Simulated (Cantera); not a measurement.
Input: 1 mol MgO, 2.8 mol SO₃, 1.8 mol H₂O, equilibrated at 752 °C and 4.90 bar.

Method: chemical equilibrium by Gibbs-energy minimisation in Cantera with the NASA 1993 tables (ideal gas, pure condensed phases). Candidate condensed phases: H₂O, H₂SO₄, Mg, MgO, Mg(OH)₂, MgS, MgSO₄, S; 26 gas species. Equilibrium is a limit: real reactors are often held back by kinetics, nucleation or transport.

Base state: H₂O 0.444, SO₃ 0.222, SO₂ 0.222, O₂ 0.111, H₂SO₄ 0.00159 (mole fractions); condensed: MgSO₄(s).

Question: What changes in the equilibrium state with this change: pressure from 4.90 bar to 0.100 bar?

Answer: 
```
species         before    after
-------------  -------  -------
H₂O              0.444    0.413
SO₂              0.222    0.350
O₂               0.111    0.175
SO₃              0.222   0.0628
H₂SO₄          0.00159  8.53e-6
MgSO₄(s), mol     1.00     1.00
```
